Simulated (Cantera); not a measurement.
What does this Cantera script print?

```python
import numpy as np
import cantera as ct

gas_names = """
    Ca CaF CaF2 CaO Ca2 F FO FO2 F2 F2O O O2 O3
""".split()
cond_names = """
    Ca(a) Ca(b) Ca(L) CaF2(a) CaF2(b) CaF2(L) CaO(s) CaO(L)
""".split()


# ... load() reads the species with a 1 bar reference pressure and builds the phases ...
atoms = {
    'CaO': {'Ca': 1, 'O': 1},
    'F2': {'F': 2},
}
top_T = {}  # K; cautious upper limits of use, not melting points


# ... equilibrate(T, P, feed) seeds the gas with the atoms and calls Mixture.equilibrate('TP', solver="vcs", rtol=1e-11, max_steps=5000) ...
results = []
T = 1250  # K
P = 133.322  # Pa
for m in [0.83, 1.6, 2.3, 3.1, 3.8, 4.6, 5.3, 6]:
    feed = {'CaO': 1, 'F2': m}  # mol
    mix = equilibrate(T, P, feed)
    results.append((T, P, feed, dict(zip(mix.species_names, mix.species_moles))))
    x = sorted(zip(gas.X, gas.species_names), reverse=True)
    print(f"T = {T:g} K  P = {P:g} Pa  n(F2) = {m:g} mol  gas = {mix.phase_moles(0):.4g} mol")
    print("   x: " + "  ".join(f"{s} {v:.3e}" for v, s in x if v > 0.0001))
    print("   condensed (mol): " + ("  ".join(f"{mix.phase(i).name} {mix.phase_moles(i):.4g}"
          for i in range(1, mix.n_phases) if mix.phase_moles(i) > 1e-12) or "none"))
```

Result:

```
T = 1250 K  P = 133.322 Pa  n(F2) = 0.83 mol  gas = 0.415 mol
   x: O2 1.000e+00
   condensed (mol): CaF2(a) 0.83  CaO(s) 0.17
T = 1250 K  P = 133.322 Pa  n(F2) = 1.6 mol  gas = 1.698 mol
   x: F 7.042e-01  O2 2.945e-01  F2 1.285e-03
   condensed (mol): CaF2(a) 1
T = 1250 K  P = 133.322 Pa  n(F2) = 2.3 mol  gas = 3.094 mol
   x: F 8.366e-01  O2 1.616e-01  F2 1.813e-03
   condensed (mol): CaF2(a) 1
T = 1250 K  P = 133.322 Pa  n(F2) = 3.1 mol  gas = 4.69 mol
   x: F 8.913e-01  O2 1.066e-01  F2 2.059e-03
   condensed (mol): CaF2(a) 1
T = 1250 K  P = 133.322 Pa  n(F2) = 3.8 mol  gas = 6.087 mol
   x: F 9.157e-01  O2 8.214e-02  F2 2.173e-03
   condensed (mol): CaF2(a) 1
T = 1250 K  P = 133.322 Pa  n(F2) = 4.6 mol  gas = 7.683 mol
   x: F 9.327e-01  O2 6.508e-02  F2 2.254e-03
   condensed (mol): CaF2(a) 1
T = 1250 K  P = 133.322 Pa  n(F2) = 5.3 mol  gas = 9.079 mol
   x: F 9.426e-01  O2 5.507e-02  F2 2.302e-03
   condensed (mol): CaF2(a) 1
T = 1250 K  P = 133.322 Pa  n(F2) = 6 mol  gas = 10.48 mol
   x: F 9.499e-01  O2 4.773e-02  F2 2.338e-03
   condensed (mol): CaF2(a) 1
```

These are equilibrium values from Cantera (NASA tables, ideal gas, pure condensed phases), not measurements of a reactor. Mutual solubility and eutectic melting of coexisting phases are not modelled.
